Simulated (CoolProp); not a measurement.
Ethanol along the isobar 7.1 MPa: fugacity coefficient from the reference equation and from simpler models built on Tc = 514.7 K, pc = 6.268 MPa, ω = 0.644; each cubic takes its own stable root.

Model: reference Helmholtz-energy equation of state, Schroeder 2014, in CoolProp.

| T (K) | phase | reference | van der Waals | Peng-Robinson |
|---|---|---|---|---|
| 250.2 | liquid | 4.588e-5 | 0.02749 | 4.117e-5 |
| 265.4 | liquid | 0.0001539 | 0.03979 | 0.0001470 |
| 280.7 | liquid | 0.0004485 | 0.05536 | 0.0004480 |
| 295.9 | liquid | 0.001147 | 0.07419 | 0.001179 |
| 311.2 | liquid | 0.002652 | 0.09662 | 0.002774 |
| 326.4 | liquid | 0.005567 | 0.1224 | 0.005872 |
| 341.7 | liquid | 0.01084 | 0.1518 | 0.01146 |
| 356.9 | liquid | 0.01960 | 0.1843 | 0.02067 |
| 372.2 | liquid | 0.03344 | 0.2201 | 0.03506 |
| 387.5 | liquid | 0.05400 | 0.2588 | 0.05617 |
| 402.7 | liquid | 0.08276 | 0.2998 | 0.08531 |
| 418 | liquid | 0.1217 | 0.3432 | 0.1242 |
| 433.2 | liquid | 0.1714 | 0.3882 | 0.1733 |
